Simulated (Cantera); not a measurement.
Mixture: CH4 : O2 : N2 = 1 : 2.5 : 13.5 (molar parts), equivalence ratio 0.80, at 39000 Pa, adiabatic and at constant volume. Ignition delay is the time to a rise of 400 K.

Cantera simulation using GRI-Mech 3.0 (53 species, 325 reactions); the numbers are that mechanism's predictions, not measurements.

Question: What does this change do: N2 13.5 to 10 parts?

Answer: 
```json
[
 {"quantity": "delay at 1000 K", "before": "3.45 s", "after": "2.59 s"},
 {"quantity": "delay at 1075 K", "before": "0.889 s", "after": "0.668 s"},
 {"quantity": "delay at 1150 K", "before": "0.256 s", "after": "0.192 s"},
 {"quantity": "delay at 1225 K", "before": "81.3 ms", "after": "61.2 ms"},
 {"quantity": "delay at 1300 K", "before": "28.5 ms", "after": "21.6 ms"},
 {"quantity": "delay at 1375 K", "before": "11.0 ms", "after": "8.44 ms"},
 {"quantity": "apparent activation energy between 1225 and 1375 K", "before": "190 kJ/mol", "after": "180 kJ/mol"}
]
```
